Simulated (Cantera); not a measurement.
## Equilibrium for carbon deposition, reforming and gasification: C₆H₆ + CO₂

A closed system holds: 1 mol C₆H₆, 0.024 mol CO₂, at 10.0 mbar.

Cantera equilibrium calculation (NASA polynomials, part measured and part estimated; ideal gas, pure solids and liquids). Candidate condensed phases: C, C₆H₆, C₇H₈, C₈H₁₈, H₂O; 110 gas species. Rates play no part.

```json
[
 {"T (K)": "875", "log p H₂": "-2.01", "log p CO": "-3.82", "log p H": "-11.30", "log p CH₄": "-4.38", "n C(graphite)": "5.97"},
 {"T (K)": "975", "log p H₂": "-2.01", "log p CO": "-3.80", "log p H": "-9.95", "log p CH₄": "-4.92", "n C(graphite)": "5.97"},
 {"T (K)": "1075", "log p H₂": "-2.01", "log p CO": "-3.80", "log p H": "-8.84", "log p CH₄": "-5.36", "n C(graphite)": "5.97"},
 {"T (K)": "1175", "log p H₂": "-2.01", "log p CO": "-3.80", "log p H": "-7.92", "log p CH₄": "-5.73", "n C(graphite)": "5.98"},
 {"T (K)": "1275", "log p H₂": "-2.01", "log p CO": "-3.80", "log p H": "-7.14", "log p CH₄": "-6.05", "n C(graphite)": "5.98"},
 {"T (K)": "1375", "log p H₂": "-2.01", "log p CO": "-3.80", "log p H": "-6.47", "log p CH₄": "-6.32", "n C(graphite)": "5.98"},
 {"T (K)": "1475", "log p H₂": "-2.01", "log p CO": "-3.80", "log p H": "-5.89", "log p CH₄": "-6.55", "n C(graphite)": "5.98"},
 {"T (K)": "1575", "log p H₂": "-2.01", "log p CO": "-3.80", "log p H": "-5.38", "log p CH₄": "-6.75", "n C(graphite)": "5.98"},
 {"T (K)": "1675", "log p H₂": "-2.01", "log p CO": "-3.80", "log p H": "-4.94", "log p CH₄": "-6.93", "n C(graphite)": "5.98"},
 {"T (K)": "1775", "log p H₂": "-2.01", "log p CO": "-3.80", "log p H": "-4.54", "log p CH₄": "-7.09", "n C(graphite)": "5.98"},
 {"T (K)": "1875", "log p H₂": "-2.01", "log p CO": "-3.80", "log p H": "-4.19", "log p CH₄": "-7.24", "n C(graphite)": "5.97"},
 {"T (K)": "1975", "log p H₂": "-2.01", "log p CO": "-3.81", "log p H": "-3.87", "log p CH₄": "-7.37", "n C(graphite)": "5.97"}
]
```
log p: log10 of the partial pressure in bar; n: condensed amount in mol.

From 875 K to 1975 K the condensed part is C(graphite). The main C-bearing gas is CO throughout.
